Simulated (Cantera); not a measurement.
Charge: 1 mol Si2Cl6, 13 mol NH3, 0.16 mol H2, at 0.0133 bar.

These are equilibrium values from Cantera (NASA tables, ideal gas, pure condensed phases), not measurements of a reactor. Candidate condensed phases: NH4Cl, Si, Si3N4; 28 gas species. The feed counts by its element totals alone. The tables' values for SiCl, SiCl3, SiN are old estimates; treat these amounts as uncertain. Gases not in the tables: Si2H6 and higher silanes. Rates play no part.

log p: log10 of the partial pressure in bar; n: condensed amount in mol.

| T (°C) | log p H2 | log p N2 | log p HCl | log p SiCl2 | log p H | n Si3N4(s) | n Si(l) |
|---|---|---|---|---|---|---|---|
| 550 | -2.09 | -2.60 | -2.56 | -11.24 | -12.18 | 0.643 | 0 |
| 750 | -2.10 | -2.60 | -2.55 | -7.92 | -9.43 | 0.656 | 0 |
| 950 | -2.10 | -2.60 | -2.55 | -5.70 | -7.57 | 0.658 | 0 |
| 1150 | -2.09 | -2.60 | -2.57 | ___ | ___ | 0.611 | 0 |
| 1350 | -2.08 | -2.56 | -2.73 | -3.35 | -5.20 | 0.341 | 0 |
| 1550 | -2.08 | -2.53 | -2.87 | ___ | ___ | 0 | 0.488 |
| 1750 | -2.09 | -2.53 | -2.84 | -3.22 | -3.77 | 0 | 0.457 |

**Question.** Complete the blanks.

**Answer.** 
- 1550, log p SiCl2: -3.17
- 1550, log p H: -4.40
- 1150, log p SiCl2: -4.18
- 1150, log p H: -6.22
